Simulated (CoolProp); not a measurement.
Model: reference Helmholtz-energy equation of state, Colonna 2008, in CoolProp. It is a short technical equation, of lower accuracy than the large ones.

Problem. Give the vapour pressure (MPa), liquid density (kg/m³), vapour Z of saturated dodecamethylcyclohexasiloxane (D6) at 116.45 °C.

Solution. 
| T (°C) | p (MPa) | liquid density (kg/m³) | vapour Z |
|---|---|---|---|
| 116.45 | 0.00158 | 866 | 0.997 |
